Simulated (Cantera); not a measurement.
**Equilibrium for silicon epitaxy and polysilicon growth: SiH2Cl2 + HCl + N2**

Feed: 1 mol SiH2Cl2, 0.08 mol HCl, a varied amount of N2, held at 1323.15 K and 14.3 Torr.

Cantera equilibrium calculation (NASA polynomials, part measured and part estimated; ideal gas, pure solids and liquids). Candidate condensed phases: NH4Cl, Si, Si3N4; 28 gas species. N2 is the only nitrogen source here; it is nearly inert below about 1500 K, so the nitride shown seldom forms there in practice. The tables' values for SiCl3 are old estimates; treat these amounts as uncertain. Kinetics and transport are ignored.

| n(N2) (mol) | log p N2 | log p HCl | log p H2 | log p SiCl4 | log p SiCl2 | n Si3N4(s) |
|---|---|---|---|---|---|---|
| 36 | -1.74 | -3.10 | -3.90 | -4.36 | -4.72 | 0.283 |
| 41 | -1.74 | -3.15 | -3.96 | -4.43 | -4.76 | 0.284 |
| 47 | -1.74 | -3.20 | -4.03 | -4.51 | -4.80 | 0.285 |
| 54 | -1.74 | -3.26 | -4.10 | -4.59 | -4.84 | 0.286 |
| 62 | -1.74 | -3.31 | -4.17 | -4.67 | -4.88 | 0.287 |
| 72 | -1.73 | -3.37 | -4.25 | -4.76 | -4.93 | 0.288 |
| 83 | -1.73 | -3.43 | -4.32 | -4.84 | -4.97 | 0.288 |
| 95 | -1.73 | -3.48 | -4.39 | -4.93 | -5.01 | 0.289 |
| 110 | -1.73 | -3.54 | -4.47 | -5.02 | -5.06 | 0.290 |
| 130 | -1.73 | -3.61 | -4.55 | -5.12 | -5.11 | 0.290 |
| 140 | -1.73 | -3.64 | -4.59 | -5.17 | -5.13 | 0.291 |
| 170 | -1.73 | -3.72 | -4.69 | -5.29 | -5.19 | 0.291 |
log p: log10 of the partial pressure in bar; n: condensed amount in mol.

From 36 mol N2 to 170 mol N2 the condensed part is Si3N4(s). The main Si-bearing gas is SiCl4 at 36 mol N2 and SiCl2 at 170 mol N2. The share of Si in condensed phases is highest at 170 mol N2 (87.4 %) and lowest at 36 mol N2 (85.0 %).
